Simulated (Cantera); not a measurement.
Moist CO burnout

An isothermal, constant-pressure homogeneous reactor starts with 0.942 % CO, 0.579 % O₂, 0.373 % H₂O, 98.1 % N₂, equivalence ratio 0.81, at 1100 K and 7430 Torr.

Cantera simulation using GRI-Mech 3.0 (53 species, 325 reactions); the numbers are that mechanism's predictions, not measurements.

```csv
t (s),x CO,x O₂,x H₂O,x OH,x NO,x NO₂,x H₂
6.00e-5,0.00942,0.00579,0.00373,6.66e-12,<1e-12,<1e-12,<1e-12
0.000207,0.00942,0.00579,0.00373,2.10e-11,<1e-12,<1e-12,4.72e-12
0.000716,0.00942,0.00579,0.00373,6.55e-11,<1e-12,<1e-12,5.15e-11
0.00247,0.00942,0.00579,0.00373,3.44e-10,<1e-12,<1e-12,7.56e-10
0.00853,0.00941,0.00578,0.00373,1.01e-8,<1e-12,<1e-12,5.31e-8
0.0295,0.00902,0.00559,0.00372,5.91e-8,1.43e-11,1.49e-11,5.41e-6
0.102,0.00751,0.00484,0.00371,6.31e-8,2.16e-10,2.48e-10,1.71e-5
0.352,0.00413,0.00316,0.00372,5.80e-8,1.82e-9,2.19e-9,1.81e-5
1.21,0.000906,0.00154,0.00374,4.22e-8,5.87e-9,9.57e-9,7.40e-6
4.19,5.72e-5,0.00111,0.00374,2.26e-8,4.78e-9,1.84e-8,7.11e-7
14.5,2.83e-7,0.00108,0.00375,2.16e-8,1.67e-8,7.25e-9,5.28e-9
50.0,1.25e-10,0.00108,0.00375,2.02e-8,2.39e-8,1.54e-10,4.82e-11
```
x: mole fraction; the columns are a selection and need not sum to one.

Equilibrium at this temperature and pressure: CO 1.23e-10, O₂ 0.00108, H₂O 0.00375, OH 1.99e-8, NO 6.86e-6, NO₂ 4.41e-8, H₂ 4.80e-11 (gas phase only).
